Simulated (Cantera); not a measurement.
A freely propagating, adiabatic, planar premixed flame of CH3OH : O2 : N2 = 1 : 1.76 : 6.64 (molar parts), unburnt at 323 K and 0.592 atm; mixture-averaged transport, grid criteria slope 0.08 and curve 0.16, no radiation.

Cantera simulation using GRI-Mech 3.0 (53 species, 325 reactions); the numbers are that mechanism's predictions, not measurements. GRI-Mech 3.0 was tuned for natural gas; its chemistry of methanol as a main component is partial and can be far from experiment. Burning velocities carry a grid error of a few per cent, more on coarse grids.

x: mole fraction of selected species; z is measured from the peak of heat release.

```
z (mm)  T (K)  u (m/s)  x CH3OH    x O2    x CH4    x CH2    x HCN       x H
------  -----  -------  -------  ------  -------  -------  -------  --------
-1.90     323    0.398    0.106   0.187    <1e-8    <1e-8    <1e-8     <1e-8
-1.26     325    0.401    0.106   0.187  8.32e-8    <1e-8    <1e-8     <1e-8
-0.948    333    0.411    0.106   0.186  4.22e-7    <1e-8    <1e-8     <1e-8
-0.632      …    0.500    0.102   0.180        …    <1e-8    <1e-8     <1e-8
-0.316    780     1.00   0.0762   0.148  1.83e-5    <1e-8    <1e-8   2.59e-7
-0.158   1160     1.52   0.0422   0.114  3.45e-5  1.55e-8  2.26e-8   2.85e-5
0        1563     2.10  0.00508  0.0760  4.28e-5  3.05e-6  4.31e-8   0.00118
0.158    1690     2.27        …       …        …        …        …         …
0.316    1740     2.32  2.69e-8  0.0456  4.20e-7    <1e-8  1.33e-8   0.00569
0.632    1809     2.40    <1e-8  0.0394    <1e-8    <1e-8    <1e-8   0.00539
1.26     1891     2.49    <1e-8  0.0355    <1e-8    <1e-8    <1e-8   0.00373
2.53     1972     2.59    <1e-8  0.0324    <1e-8    <1e-8    <1e-8   0.00196
5.06     2038     2.66    <1e-8  0.0298    <1e-8    <1e-8    <1e-8  0.000861
```

### Question
Complete the blanks.

### Answer

- -0.632, T (K): 401
- -0.632, x CH4: 3.14e-6
- 0.158, x CH3OH: 2.22e-5
- 0.158, x O2: 0.0548
- 0.158, x CH4: 7.74e-6
- 0.158, x CH2: 3.49e-7
- 0.158, x HCN: 3.56e-8
- 0.158, x H: 0.00443
